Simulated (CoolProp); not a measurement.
Model: reference Helmholtz-energy equation of state, Thol 2016, in CoolProp.

**Question.** Give the vapour pressure (kPa), liquid density (kg/m³), vapour density (kg/m³), liquid cp (kJ/(kg K)) of saturated hexamethyldisiloxane (MM) at 400.7 K.

**Answer.** 
```json
[
 {"T (K)": "400.7", "p (kPa)": "209", "liquid density (kg/m³)": "641", "vapour density (kg/m³)": "11.4", "liquid cp (kJ/(kg K))": "2.20"}
]
```
